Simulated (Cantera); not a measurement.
Standard-state values (1 bar) from the NASA 1993 polynomials, evaluated with Cantera. Values are per mole of reaction as written; species without (g) are pure solids or liquids, kept so even where they would boil at 1 bar.

Q: Between 423 and 573 K, where is each reaction favourable under standard conditions?
- 0.5 Ti + Cl2(g) = 0.5 TiCl4(g)
- 0.5 Si + Cl2(g) = 0.5 SiCl4(g)
- Fe + Cl2(g) = FeCl2(g)

A: 
- 0.5 Ti + Cl2(g) = 0.5 TiCl4(g): ΔG° is -356 kJ at 423 K and -347 kJ at 573 K; it stays negative (K > 1). ΔH° is -381 kJ and ΔS° -60 J/K at 573 K.
- 0.5 Si + Cl2(g) = 0.5 SiCl4(g): ΔG° is -303 kJ at 423 K and -293 kJ at 573 K; it stays negative (K > 1). ΔH° is -331 kJ and ΔS° -66 J/K at 573 K.
- Fe + Cl2(g) = FeCl2(g): ΔG° is -162 kJ at 423 K and -169 kJ at 573 K; it stays negative (K > 1). ΔH° is -142 kJ and ΔS° 46 J/K at 573 K.
